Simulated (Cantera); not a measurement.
Input: 1 mol SiCl₄, 0.093 mol O₂, 7.3 mol N₂, at 13.3 mbar.

These are equilibrium values from Cantera (NASA tables, ideal gas, pure condensed phases), not measurements of a reactor. Candidate condensed phases: Si, SiO₂, Si₂N₂O, Si₃N₄; 23 gas species. The tables' values for SiCl₃ are old estimates; treat these amounts as uncertain. The tables hold silica as quartz up to 1696 K and as liquid above; real silica turns to tridymite and cristobalite and melts near 1996 K. Kinetics and transport are ignored.

x: gas mole fraction; n: condensed amount in mol.

```
T (K)   x N₂  x SiCl₄      x Cl    x Cl₂   x SiCl₃   x SiCl₂  n SiO₂(α-quartz)  n SiO₂(β-quartz)
-----  -----  -------  --------  -------  --------  --------  ----------------  ----------------
823    0.870    0.108   2.03e-5   0.0222  3.93e-12    <1e-12            0.0930                 0
898    0.870    0.108   9.18e-5   0.0221  1.06e-10    <1e-12                 0            0.0930
973    0.870    0.108  0.000330   0.0220   1.71e-9    <1e-12                 0            0.0930
1048   0.869    0.108  0.000983   0.0217   1.86e-8    <1e-12                 0            0.0930
1123   0.869    0.108   0.00251   0.0209   1.49e-7  2.54e-12                 0            0.0930
1198   0.867    0.108   0.00557   0.0193   9.32e-7  7.13e-11                 0            0.0930
1273   0.865    0.107    0.0108   0.0166   4.88e-6   1.45e-9                 0            0.0930
1348   0.862    0.107       ___      ___   2.26e-5       ___                 0            0.0930
1423   0.858    0.107       ___      ___   9.70e-5       ___                 0            0.0930
1498   0.855    0.106    0.0344  0.00476  0.000396   4.74e-6                 0            0.0930
1573   0.852    0.104    0.0401  0.00246   0.00150   5.71e-5                 0            0.0930
```

Fill in the missing entries.


- 1423, x Cl: 0.0269
- 1423, x Cl₂: 0.00844
- 1423, x SiCl₂: 3.50e-7
- 1348, x Cl: 0.0184
- 1348, x Cl₂: 0.0128
- 1348, x SiCl₂: 2.39e-8
